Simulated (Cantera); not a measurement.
# Moist CO burnout

An isothermal, constant-pressure homogeneous reactor starts with 0.0895 % CO, 0.253 % O2, 0.0123 % H2O, 99.6 % N2, equivalence ratio 0.18, at 1000 K and 97.5 Torr.

Detailed kinetics in Cantera: GRI-Mech 3.0 (53 species, 325 reactions).

```csv
t (s),x CO,x O2,x H2O,x CO2,x NO,x N2O
4.00e-5,0.000895,0.00253,0.000123,<1e-12,<1e-12,<1e-12
9.47e-5,0.000895,0.00253,0.000123,<1e-12,<1e-12,<1e-12
0.000224,0.000895,0.00253,0.000123,<1e-12,<1e-12,<1e-12
0.000532,0.000895,0.00253,0.000123,<1e-12,<1e-12,<1e-12
0.00126,0.000895,0.00253,0.000123,<1e-12,<1e-12,<1e-12
0.00298,0.000895,0.00253,0.000123,<1e-12,<1e-12,<1e-12
0.00706,0.000895,0.00253,0.000123,2.25e-12,<1e-12,<1e-12
0.0167,0.000895,0.00253,0.000123,5.37e-12,<1e-12,<1e-12
0.0396,0.000895,0.00253,0.000123,1.31e-11,<1e-12,<1e-12
0.0939,0.000895,0.00253,0.000123,3.54e-11,<1e-12,<1e-12
0.222,0.000895,0.00253,0.000123,1.27e-10,<1e-12,<1e-12
0.527,0.000895,0.00253,0.000123,9.99e-10,<1e-12,<1e-12
1.25,0.000895,0.00253,0.000123,7.22e-8,<1e-12,2.01e-11
2.96,0.000598,0.00237,0.000117,0.000297,2.70e-9,5.27e-8
7.00,0.000116,0.00214,0.000122,0.000779,9.86e-9,1.10e-7
```
x: mole fraction; the columns are a selection and need not sum to one.

Equilibrium at this temperature and pressure: CO 3.33e-12, O2 0.00208, H2O 0.000123, CO2 0.000896, NO 3.53e-6, N2O 1.17e-10 (gas phase only).
